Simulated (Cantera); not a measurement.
Input (Python, Cantera):

```python
import numpy as np
import cantera as ct

gas = ct.Solution("gri30.yaml")
gas.TPX = 500, 101325, {'CO': 1, 'H2': 1.1, 'CH4': 0.056, 'O2': 0.968, 'N2': 2.61, 'CO2': 0.47}
flame = ct.FreeFlame(gas, width=0.04)
flame.set_refine_criteria(ratio=3, slope=0.08, curve=0.16)
flame.transport_model = "mixture-averaged"
flame.solve(loglevel=0, auto=True)
z, T = flame.grid, flame.T
thick = (T[-1] - T[0]) / np.gradient(T, z).max()
show = ['CO', 'H2', 'CH4', 'C2H6', 'C2H4', 'H2O2']
print(f"laminar burning velocity  {flame.velocity[0] * 100:.3f} cm/s")
print(f"burnt temperature         {T[-1]:.1f} K")
print(f"thermal thickness         {thick * 1e3:.4f} mm")
print(f"grid points               {len(z)}")
z0 = z[flame.heat_release_rate.argmax()]
print(f"{'z/mm':>9s}{'T/K':>9s}{'u/(m/s)':>9s}" + "".join(f"{s:>11s}" for s in show))
rows = []
for k in (-3, -2, -1.5, -1, -0.5, -0.25, 0, 0.25, 0.5, 1, 2, 4, 8):
    zz = z0 + k * thick
    rows.append([k * thick, np.interp(zz, z, T), np.interp(zz, z, flame.velocity),
                 *(np.interp(zz, z, flame.X[gas.species_index(s)]) for s in show)])
    print(f"{rows[-1][0] * 1e3:9.3f}{rows[-1][1]:9.1f}{rows[-1][2]:9.3f}" + "".join(f"{x:11.3e}" for x in rows[-1][3:]))
```

Output:

```
laminar burning velocity  343.484 cm/s
burnt temperature         2486.9 K
thermal thickness         0.3940 mm
grid points               160
     z/mm      T/K  u/(m/s)         CO         H2        CH4       C2H6       C2H4       H2O2
   -1.182    500.0    3.435  1.612e-01  1.773e-01  9.026e-03  1.325e-15  5.905e-16  1.402e-13
   -0.788    500.0    3.435  1.612e-01  1.773e-01  9.027e-03  1.976e-15  6.774e-16  8.686e-12
   -0.591    500.0    3.435  1.612e-01  1.772e-01  9.027e-03  2.273e-14  3.162e-15  1.963e-10
   -0.394    500.1    3.433  1.613e-01  1.766e-01  9.034e-03  4.079e-12  3.910e-13  1.721e-08
   -0.197    529.8    3.596  1.629e-01  1.661e-01  9.124e-03  3.042e-08  3.218e-09  1.538e-05
   -0.098    805.9    5.341  1.621e-01  1.327e-01  8.678e-03  6.612e-07  2.771e-07  3.214e-05
    0.000   1280.2    8.333  1.551e-01  7.405e-02  3.418e-03  8.247e-07  1.164e-06  5.761e-06
    0.098   1570.0   10.125  1.379e-01  3.402e-02  1.282e-04  2.151e-09  2.812e-08  2.300e-06
    0.197   1703.9   10.886  1.230e-01  2.565e-02  1.940e-06  9.145e-13  8.669e-11  1.386e-06
    0.394   1851.4   11.685  1.102e-01  2.491e-02  9.806e-10  1.576e-18  5.233e-15  7.577e-07
    0.788   2000.2   12.484  1.050e-01  2.336e-02  4.539e-14  4.465e-25  2.899e-20  4.291e-07
    1.576   2144.0   13.239  1.006e-01  2.046e-02  3.853e-15 -3.786e-27  4.218e-23  2.656e-07
    3.152   2274.4   13.899  9.391e-02  1.752e-02  1.755e-15 -1.081e-27  1.730e-23  1.837e-07
```

Computed with Cantera and GRI-Mech 3.0 (53 species, 325 reactions). Burning velocities carry a grid error of a few per cent, more on coarse grids.
